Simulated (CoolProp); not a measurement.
Sulfur hexafluoride at 286.4 K and 2.78 MPa flows at 0.15 m/s in a round tube of 10 mm bore and 1.5 µm roughness, fully developed (64/Re and Nu = 3.66 if laminar; Colebrook and Gnielinski if turbulent). Each further row changes one setting.

Computed with CoolProp (reference Helmholtz-energy equation of state, Guder 2009).

```csv
case,Reynolds number,Darcy friction factor,pressure drop (Pa/m),heat-transfer coefficient (W/(m² K)),mass flow (kg/h)
as stated,14400,___,___,453,___
velocity 0.3 m/s,28800,0.0241,160,827,___
diameter 20 mm,28800,___,19.9,___,___
```

Fill in the missing entries.


- as stated, Darcy friction factor: 0.0284
- as stated, pressure drop (Pa/m): 47.2
- as stated, mass flow (kg/h): 62.7
- velocity 0.3 m/s, mass flow (kg/h): 125
- diameter 20 mm, Darcy friction factor: 0.0239
- diameter 20 mm, heat-transfer coefficient (W/(m² K)): 411
- diameter 20 mm, mass flow (kg/h): 251

Viscosity comes from a separate model (Quiñones-Cisneros 2012). Thermal conductivity comes from a separate model (Assael 2012).
